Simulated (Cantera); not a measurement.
Feed: 1 mol SiH₂Cl₂, 19 mol H₂, at 1548 K and 0.0360 bar.

These are equilibrium values from Cantera (NASA tables, ideal gas, pure condensed phases), not measurements of a reactor. Candidate condensed phases: Si; 19 gas species. The tables' values for SiCl₃ are old estimates; treat these amounts as uncertain. Kinetics and transport are ignored.

Task: What is the equilibrium state?

Result: 
- x(H₂) = 0.920
- x(HCl) = 0.0642
- x(SiCl₂) = 0.0149
- x(SiCl₃) = 0.000349
- x(H) = 0.000156
- x(SiHCl₃) = 4.01e-5
- x(SiCl₄) = 2.29e-5
- x(SiH₂Cl₂) = 1.15e-5
- x(Cl) = 8.67e-6
- n(Si(s)) = 0.678 mol
- gas amount = 21.00 mol
